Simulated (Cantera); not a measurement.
A diamond (100) surface in a fixed gas of H2 with x(CH4) = 0.0045, x(H) = 0.002, x(CH3) = 0.00061, at 1173 K; coverages are run to steady state.

Model: the Harris–Goodwin 1993 mechanism for the reconstructed diamond (100) surface, integrated in Cantera.

θ: site fractions in the mechanism's names (c6HH fully hydrogenated, c6H* and c6*H radical sites, c6** diradical, c6HM methylated).

```csv
P (Pa),growth (µm/h),θ c6HH,θ c6H*,θ c6*H,θ c6**,θ c6HM
1200,0.731,0.463,0.0348,0.470,0.0222,0.00449
1900,1.46,0.462,0.0346,0.468,0.0221,0.00686
3100,(withheld),0.459,0.0344,0.465,0.0219,(withheld)
5100,6.93,0.455,0.0341,0.461,0.0217,0.0158
8300,15.0,0.450,0.0337,0.455,0.0215,0.0226
13000,29.8,0.445,0.0333,0.449,0.0212,0.0300
22000,(withheld),0.439,0.0328,0.442,0.0209,(withheld)
35000,119,0.433,0.0324,0.436,0.0206,0.0469
```

Some entries are withheld; supply them.


- 3100, growth (µm/h): 3.13
- 3100, θ c6HM: 0.0106
- 22000, growth (µm/h): 63.8
- 22000, θ c6HM: 0.0392
